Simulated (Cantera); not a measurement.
## Thermodynamics of metals in furnace atmospheres, feed Pb + CO2 + H2

Charge: 1 mol Pb, 0.089 mol CO2, a varied amount of H2, equilibrated at 1.40 bar.

These are equilibrium values from Cantera (NASA tables, ideal gas, pure condensed phases), not measurements of a reactor. Candidate condensed phases: C, C6H6, C7H8, C8H18, H2O, Pb, PbO, PbO2, Pb3O4; 113 gas species. The numbers say what is thermodynamically allowed, not how fast it happens.

Stable condensed phases:

```
T in K \ n(H2) in mol
          32  41  51  65  82 100 130 170 210 270
   1598    A   A   A   A   A   A   A   A   A   A
   1573    A   A   A   A   A   A   A   A   A   A
   1548    B   A   A   A   A   A   A   A   A   A
   1523    B   B   A   A   A   A   A   A   A   A
   1498    B   B   B   A   A   A   A   A   A   A
   1473    B   B   B   B   A   A   A   A   A   A
   1448    B   B   B   B   B   A   A   A   A   A
   1423    B   B   B   B   B   B   A   A   A   A
   1398    B   B   B   B   B   B   B   A   A   A
   1373    B   B   B   B   B   B   B   B   B   A
```

A: gas only; B: Pb.
